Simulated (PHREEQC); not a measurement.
0.67 g of hydrous ferric oxide (600 m²/g; 0.2 weak and 0.005 strong sites per Fe, Dzombak-Morel constants, diffuse double layer) in 1 kg of water with 0.1 mol/kgw of an inert sodium salt, at 25 °C; the pH is set by adding NaOH or the inert anion's acid. Oxygen alone is held at its pressure in air (log pO2 = -0.68). CO2 from the air is kept out. Precipitation was switched off in this run.

Base run: PHREEQC, ion-association model, wateq4f.dat. Each further column changes one thing. The table gives surface charge σ (C/m²).

```json
[
 {"pH": "4", "base": "0.321", "background salt from 0.1 to 0.01 mol/kgw": "0.218", "oxide from 0.67 to 3.4 g/kgw": "0.322", "0.0012 mol/kgw ZnCl2 added": "0.322"},
 {"pH": "5", "base": "0.215", "background salt from 0.1 to 0.01 mol/kgw": "0.114", "oxide from 0.67 to 3.4 g/kgw": "0.216", "0.0012 mol/kgw ZnCl2 added": "0.218"},
 {"pH": "6", "base": "0.111", "background salt from 0.1 to 0.01 mol/kgw": "0.050", "oxide from 0.67 to 3.4 g/kgw": "0.112", "0.0012 mol/kgw ZnCl2 added": "0.121"},
 {"pH": "6.5", "base": "0.074", "background salt from 0.1 to 0.01 mol/kgw": "0.030", "oxide from 0.67 to 3.4 g/kgw": "0.074", "0.0012 mol/kgw ZnCl2 added": "0.102"},
 {"pH": "7.5", "base": "0.022", "background salt from 0.1 to 0.01 mol/kgw": "0.008", "oxide from 0.67 to 3.4 g/kgw": "0.022", "0.0012 mol/kgw ZnCl2 added": "0.095"},
 {"pH": "8.5", "base": "-0.014", "background salt from 0.1 to 0.01 mol/kgw": "-0.005", "oxide from 0.67 to 3.4 g/kgw": "-0.014", "0.0012 mol/kgw ZnCl2 added": "0.080"},
 {"pH": "9.5", "base": "-0.060", "background salt from 0.1 to 0.01 mol/kgw": "-0.024", "oxide from 0.67 to 3.4 g/kgw": "-0.060", "0.0012 mol/kgw ZnCl2 added": "0.032"},
 {"pH": "10", "base": "-0.094", "background salt from 0.1 to 0.01 mol/kgw": "-0.040", "oxide from 0.67 to 3.4 g/kgw": "-0.094", "0.0012 mol/kgw ZnCl2 added": "0.010"},
 {"pH": "11", "base": "-0.190", "background salt from 0.1 to 0.01 mol/kgw": "-0.100", "oxide from 0.67 to 3.4 g/kgw": "-0.191", "0.0012 mol/kgw ZnCl2 added": "-0.036"},
 {"pH": "12", "base": "-0.307", "background salt from 0.1 to 0.01 mol/kgw": "-0.230", "oxide from 0.67 to 3.4 g/kgw": "-0.308", "0.0012 mol/kgw ZnCl2 added": "-0.158"}
]
```

 In at least one series the solution becomes supersaturated in solids that the run did not let form, among them Zn(OH)2-e, Zn5(OH)8Cl2.
